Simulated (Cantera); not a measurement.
# Moist CO burnout

An isothermal, constant-pressure homogeneous reactor starts with CO : O₂ : H₂O : N₂ = 0.0018 : 0.047 : 0.0013 : 1 (molar parts), equivalence ratio 0.019, at 1000 K and 0.395 atm.

Detailed kinetics in Cantera: GRI-Mech 3.0 (53 species, 325 reactions).

```json
[
 {"t (s)": "2.00e-5", "x CO": "0.00171", "x O₂": "0.0448", "x H₂O": "0.00124", "x N₂O": "<1e-12", "x HO₂": "<1e-12", "x H₂": "<1e-12"},
 {"t (s)": "7.02e-5", "x CO": "0.00171", "x O₂": "0.0448", "x H₂O": "0.00124", "x N₂O": "<1e-12", "x HO₂": "<1e-12", "x H₂": "<1e-12"},
 {"t (s)": "0.000247", "x CO": "0.00171", "x O₂": "0.0448", "x H₂O": "0.00124", "x N₂O": "<1e-12", "x HO₂": "<1e-12", "x H₂": "<1e-12"},
 {"t (s)": "0.000866", "x CO": "0.00171", "x O₂": "0.0448", "x H₂O": "0.00124", "x N₂O": "<1e-12", "x HO₂": "<1e-12", "x H₂": "<1e-12"},
 {"t (s)": "0.00304", "x CO": "0.00171", "x O₂": "0.0448", "x H₂O": "0.00124", "x N₂O": "<1e-12", "x HO₂": "2.12e-12", "x H₂": "<1e-12"},
 {"t (s)": "0.0107", "x CO": "0.00171", "x O₂": "0.0448", "x H₂O": "0.00124", "x N₂O": "<1e-12", "x HO₂": "5.09e-11", "x H₂": "<1e-12"},
 {"t (s)": "0.0375", "x CO": "0.00171", "x O₂": "0.0448", "x H₂O": "0.00124", "x N₂O": "<1e-12", "x HO₂": "1.26e-9", "x H₂": "4.62e-12"},
 {"t (s)": "0.132", "x CO": "0.00171", "x O₂": "0.0448", "x H₂O": "0.00124", "x N₂O": "2.22e-10", "x HO₂": "2.70e-7", "x H₂": "3.43e-9"},
 {"t (s)": "0.462", "x CO": "0.000923", "x O₂": "0.0444", "x H₂O": "0.00124", "x N₂O": "7.11e-8", "x HO₂": "7.77e-7", "x H₂": "1.11e-6"},
 {"t (s)": "1.62", "x CO": "0.000199", "x O₂": "0.0440", "x H₂O": "0.00124", "x N₂O": "1.59e-7", "x HO₂": "3.38e-7", "x H₂": "1.81e-7"},
 {"t (s)": "5.70", "x CO": "1.87e-5", "x O₂": "0.0439", "x H₂O": "0.00124", "x N₂O": "1.99e-7", "x HO₂": "6.94e-8", "x H₂": "9.69e-9"},
 {"t (s)": "20.0", "x CO": "8.37e-7", "x O₂": "0.0439", "x H₂O": "0.00124", "x N₂O": "2.06e-7", "x HO₂": "4.60e-9", "x H₂": "3.26e-10"}
]
```
x: mole fraction; the columns are a selection and need not sum to one.

Equilibrium at this temperature and pressure: CO <1e-12, O₂ 0.0439, H₂O 0.00124, N₂O 9.04e-10, HO₂ 2.55e-11, H₂ <1e-12 (gas phase only).
